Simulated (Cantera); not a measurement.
A perfectly stirred reactor is fed with CH4 : N2 = 1 : 40 (molar parts), at 0.00200 bar; it is held at 1950 K, and followed from long to short residence time.

Cantera simulation using GRI-Mech 3.0 (53 species, 325 reactions); the numbers are that mechanism's predictions, not measurements. GRI-Mech 3.0 stops at C3 and has no aromatics, soot or wall deposition, so with more carbon than oxygen in the feed, carbon stays in small species such as C2H2 where larger ones or solid carbon would form. Radical loss at walls, strong at low pressure, is not modelled.

Q: What does this change do: 0.54 parts H2O added?

A: 
```tsv
quantity	before	after
x(CH4) at τ = 16.0 s	0.000736	0.000803
x(C2H4) at τ = 16.0 s	7.39e-6	6.95e-6
x(H2) at τ = 16.0 s	0.0342	0.0434
x(C2H6) at τ = 16.0 s	4.51e-9	5.37e-9
x(CH3) at τ = 16.0 s	0.000186	0.000195
x(CH4) at τ = 0.110 s	0.0175	0.0171
x(C2H4) at τ = 0.110 s	0.000509	0.000488
x(H2) at τ = 0.110 s	0.00828	0.00845
x(C2H6) at τ = 0.110 s	1.56e-7	1.54e-7
x(CH3) at τ = 0.110 s	0.00136	0.00136
```
